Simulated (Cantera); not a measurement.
Premixed flame

A freely propagating, adiabatic, planar premixed flame of 43.1 % H₂, 15.4 % O₂, 41.5 % N₂, unburnt at 425 K and 0.326 atm; mixture-averaged transport, grid criteria slope 0.08 and curve 0.16, no radiation.

Detailed kinetics in Cantera: the H2/O2 subset of GRI-Mech 3.0, which has no nitrogen chemistry. Burning velocities carry a grid error of a few per cent, more on coarse grids.

```tsv
z (mm)	T (K)	u (m/s)	x H₂	x O₂	x H	x H₂O₂	x O	x OH
-4.79	425	5.67	0.431	0.154	<1e-8	<1e-8	<1e-8	<1e-8
-3.19	425	5.67	0.431	0.154	<1e-8	<1e-8	<1e-8	<1e-8
-2.39	425	5.67	0.431	0.154	<1e-8	<1e-8	<1e-8	<1e-8
-1.60	425	5.67	0.431	0.154	<1e-8	<1e-8	<1e-8	<1e-8
-0.798	430	5.74	0.430	0.154	3.35e-5	1.60e-6	1.72e-6	1.45e-5
-0.399	663	8.64	0.397	0.149	0.00900	2.38e-5	0.000218	0.000893
0	1168	14.7	0.247	0.0977	0.0753	1.57e-6	0.00687	0.00367
0.399	1483	18.4	0.127	0.0253	0.120	1.31e-6	0.0112	0.00947
0.798	1612	19.9	0.113	0.0132	0.116	9.16e-7	0.0106	0.0121
1.60	1754	21.4	0.119	0.0106	0.101	5.39e-7	0.00970	0.0146
3.19	1914	23.1	0.125	0.00854	0.0824	2.83e-7	0.00818	0.0166
6.39	2080	24.8	0.130	0.00631	0.0644	1.51e-7	0.00620	0.0175
12.8	2240	26.3	0.134	0.00422	0.0479	9.03e-8	0.00418	0.0169
```
x: mole fraction of selected species; z is measured from the peak of heat release.

```
Quantity                    Result
------------------------  --------
laminar burning velocity  567 cm/s
thermal thickness          1.60 mm
peak x(H)                    0.121
peak x(H₂O₂)               2.70e-5
peak x(O)                   0.0112
peak x(OH)                  0.0176
```
